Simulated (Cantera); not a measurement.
Gas mixture: 12.1 % CH3OH, 17.4 % CO2, 34.2 % H2O, 36.2 % CO, at 0.400 bar, frozen composition.

Cantera's kinetic-theory transport with the Lennard-Jones parameters of GRI-Mech 3.0, ideal gas; thermal conductivity in the multicomponent form. Polar gases are described roughly by these parameters. The composition is frozen, though it would react at the higher temperatures.

One state of this run: ρ (kg/m³) = 0.122; cp (J/kg/K) = 1714; μ (µPa s) = 41.5; λ (mW/m/K) = 102; Pr = 0.697; D (cm²/s) CO2 = 4.07; D (cm²/s) CH4 = 5.29; D (cm²/s) O = 7.58. D: mixture-averaged diffusion coefficient of that species in the mixture.

Which value of T (K) does it belong to?
A) 800
B) 400
C) 1200
D) 1100

D, 1100
